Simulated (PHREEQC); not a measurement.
Make-up at 20 °C: 8.4 mmol/kgw H2SO4, 1.5 mmol/kgw MnSO4, 9.4 mmol/kgw Na2SO4 and 13 mmol/kgw NH4F. Closed to the air; pH follows from the charge balance.

Equilibrium calculation in PHREEQC: ion-association model, wateq4f.dat.

Precipitation was switched off in this run.

### Question
Estimate the pH, ionic strength.

### Answer
pH 2.46; ionic strength 0.0518 mol/kgw.

### Question
In which forms is Na present?

### Answer
Na+ 97 %, NaSO4- 3.2 % of the Na.

Species that the database lacks are ignored.
